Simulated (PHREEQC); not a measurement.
1 kg of water holding 0.15 mol/kgw Na2SO4, 0.032 mol/kgw NaCl and 0.071 mol/kgw KCl is evaporated at 40 °C; the solids stay in contact with the brine. The system is closed to CO2. Only these solids could form: Arcanite, Glaserite, Halite, Mirabilite, Misenite, Sylvite, Thenardite.

Computed with PHREEQC (Pitzer model, pitzer.dat).

```csv
water left (kg),ionic strength,water activity,Thenardite (mol),Halite (mol),Glaserite (mol),Cl in solution (mol/kgw)
1,0.553,0.991,0,0,0,0.103
0.8219,[?],0.989,0,0,0,0.125
0.5552,0.996,[?],0,0,0,0.186
0.4563,1.21,0.980,0,0,0,0.226
0.3082,1.79,0.971,0,0,0,0.334
0.2533,2.18,0.965,0,0,0,0.407
0.1711,[?],0.949,0,0,0,[?]
0.1407,3.93,0.938,0,0,0,0.732
0.09502,5.82,0.907,0,0,0,[?]
0.07809,7.08,0.885,0,0,0,1.32
0.05275,9.57,0.834,0.00359,0,0.00619,1.95
0.04335,9.19,0.826,0.0330,0,0.00927,2.38
0.0293,[?],0.802,0.0746,0,0.0135,3.52
0.02407,8.22,0.783,[?],0,0.0149,[?]
0.01627,8.39,0.723,0.106,0.000880,0.0162,6.28
0.01337,8.39,0.723,0.106,0.0191,0.0175,6.28
```

### Question
What belongs in the gaps?

### Answer

- 0.8219, ionic strength: 0.673
- 0.5552, water activity: 0.984
- 0.1711, ionic strength: 3.23
- 0.1711, Cl in solution (mol/kgw): 0.602
- 0.09502, Cl in solution (mol/kgw): 1.08
- 0.0293, ionic strength: 8.47
- 0.02407, Thenardite (mol): 0.0886
- 0.02407, Cl in solution (mol/kgw): 4.28

At this temperature some constants are extrapolated from 25 °C, and those without enthalpy data are left unchanged.
